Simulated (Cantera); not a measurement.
Cantera run, input and output.

```python
import numpy as np
import cantera as ct

gas = ct.Solution("gri30.yaml")
gas.TPX = 1423, 19000, {'CH4': 1, 'N2': 5.3}
reactor = ct.IdealGasConstPressureReactor(gas, energy="off", clone=False)
net = ct.ReactorNet([reactor])
net.rtol, net.atol = 1e-08, 1e-18
show = ['CH4', 'H2', 'C2H2', 'H', 'C2H6']
times = np.geomspace(2e-05, 70, 15)

steps = ct.SolutionArray(gas, extra=["t"])
rows = []
print(f"{'t/s':>10s}{'T/K':>9s}{'P/Pa':>11s}" + "".join(f"{s:>11s}" for s in show))
for t in times:
    while net.time < t:
        t_next = net.step()
        steps.append(gas.state, t=t_next)
    rows.append([np.interp(t, steps.t, y) for y in (steps.T, steps.P, *steps(*show).X.T)])
    print(f"{t:10.3e}{rows[-1][0]:9.1f}{rows[-1][1]:11.4g}" + "".join(f"{x:11.3e}" for x in rows[-1][2:]))
rate = np.gradient(steps.T, steps.t)
print("integrator steps:", len(steps.t))
if steps.T.max() > steps.T[0] + 200:
    print(f"time of steepest temperature rise: {steps.t[rate.argmax()]:.4e} s")
gas.TPX = 1423, 19000, {'CH4': 1, 'N2': 5.3}
gas.equilibrate("TP")
print(f"equilibrium (TP): T = {gas.T:.1f} K  " + "  ".join(f"{s} {gas[s].X[0]:.3e}" for s in show))
```

Result:

```
       t/s      T/K       P/Pa        CH4         H2       C2H2          H       C2H6
 2.000e-05   1423.0    1.9e+04  1.587e-01  3.932e-08  4.059e-20  4.715e-09  8.685e-14
 5.868e-05   1423.0    1.9e+04  1.587e-01  1.245e-07  6.606e-18  4.715e-09  2.451e-12
 1.721e-04   1423.0    1.9e+04  1.587e-01  3.743e-07  7.176e-16  4.716e-09  6.401e-11
 5.050e-04   1423.0    1.9e+04  1.587e-01  1.108e-06  6.307e-14  4.727e-09  1.625e-09
 1.482e-03   1423.0    1.9e+04  1.587e-01  3.279e-06  5.157e-12  4.815e-09  3.975e-08
 4.347e-03   1423.0    1.9e+04  1.587e-01  1.007e-05  4.251e-10  5.462e-09  8.587e-07
 1.275e-02   1423.0    1.9e+04  1.587e-01  3.572e-05  2.737e-08  7.932e-09  1.060e-05
 3.742e-02   1423.0    1.9e+04  1.585e-01  1.495e-04  9.845e-07  1.463e-08  5.228e-05
 1.098e-01   1423.0    1.9e+04  1.577e-01  7.757e-04  2.881e-05  4.411e-08  1.526e-04
 3.221e-01   1423.0    1.9e+04  1.544e-01  4.218e-03  5.771e-04  1.720e-07  2.277e-04
 9.449e-01   1423.0    1.9e+04  1.452e-01  1.603e-02  4.264e-03  4.978e-07  1.617e-04
 2.772e+00   1423.0    1.9e+04  1.262e-01  4.121e-02  1.308e-02  1.075e-06  8.906e-05
 8.133e+00   1423.0    1.9e+04  9.353e-02  8.378e-02  2.746e-02  2.007e-06  3.866e-05
 2.386e+01   1423.0    1.9e+04  5.086e-02  1.389e-01  4.570e-02  3.481e-06  1.117e-05
 7.000e+01   1423.0    1.9e+04  1.796e-02  1.812e-01  5.951e-02  5.529e-06  2.064e-06
integrator steps: 1420
equilibrium (TP): T = 1423.0 K  CH4 5.976e-03  H2 1.971e-01  C2H2 3.124e-02  H 6.812e-06  C2H6 4.461e-07
```

Cantera simulation using GRI-Mech 3.0 (53 species, 325 reactions); the numbers are that mechanism's predictions, not measurements. GRI-Mech 3.0 stops at C3 and has no aromatics, soot or wall deposition, so with more carbon than oxygen in the feed, carbon stays in small species such as C2H2 where larger ones or solid carbon would form.
